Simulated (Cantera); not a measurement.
A freely propagating, adiabatic, planar premixed flame of H2 : O2 : N2 = 1 : 0.455 : 1.23 (molar parts), equivalence ratio 1.1, unburnt at 425 K and 8.00 bar; mixture-averaged transport, grid criteria slope 0.08 and curve 0.16, no radiation.

Detailed kinetics in Cantera: the H2/O2 subset of GRI-Mech 3.0, which has no nitrogen chemistry. The hydrogen kinetics of GRI-Mech 3.0 are dated; newer H2 mechanisms differ, most at raised pressure. Burning velocities carry a grid error of a few per cent, more on coarse grids.

How do the results move with these cheaper or finer settings: unity-Lewis-number transport; multicomponent transport; multicomponent+Soret transport; grid criteria slope 0.5, curve 1; grid criteria slope 0.25, curve 0.5; grid criteria slope 0.03, curve 0.06?


```
setting                               laminar burning velocity  thermal thickness  peak x(H)  peak x(H2O2)  grid points
------------------------------------  ------------------------  -----------------  ---------  ------------  -----------
as above                                              566 cm/s          0.0264 mm     0.0383      0.000176          106
unity-Lewis-number transport                          427 cm/s          0.0246 mm     0.0469       8.11e-5          102
multicomponent transport                              558 cm/s          0.0262 mm     0.0383      0.000176          106
multicomponent+Soret transport                        515 cm/s          0.0257 mm     0.0357      0.000188          106
grid criteria slope 0.5, curve 1                      601 cm/s          0.0323 mm     0.0378      0.000149           38
grid criteria slope 0.25, curve 0.5                   577 cm/s          0.0287 mm     0.0385      0.000163           51
grid criteria slope 0.03, curve 0.06                  563 cm/s          0.0258 mm     0.0383      0.000179          241
```
Unity Lewis numbers drop preferential diffusion, which matters most where H2 and H carry the flame; Soret adds thermal diffusion.
